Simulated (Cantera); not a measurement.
Feed: 1 mol CH3Cl, 0.18 mol H2, equilibrated at 1827 °C and 0.170 bar.

Method: chemical equilibrium by Gibbs-energy minimisation in Cantera with the NASA 1993 tables (ideal gas, pure condensed phases). Candidate condensed phases: C, C6H6, C7H8, C8H18; 91 gas species. The numbers say what is thermodynamically allowed, not how fast it happens.

Base state: H2 0.537, HCl 0.453, H 0.00554, Cl 0.00344, C2H2 (acetylene) 0.000776, CH4 1.62e-5 (mole fractions); condensed: C(graphite).

Q: What changes in the equilibrium state with this change: temperature from 1827 °C to 627 °C?

A: 
```tsv
species	before	after
H2	0.537	0.520
HCl	0.453	0.465
CH4	1.62e-5	0.0144
H	0.00554	<1e-9
Cl	0.00344	<1e-9
C(graphite), mol	0.997	0.969
```
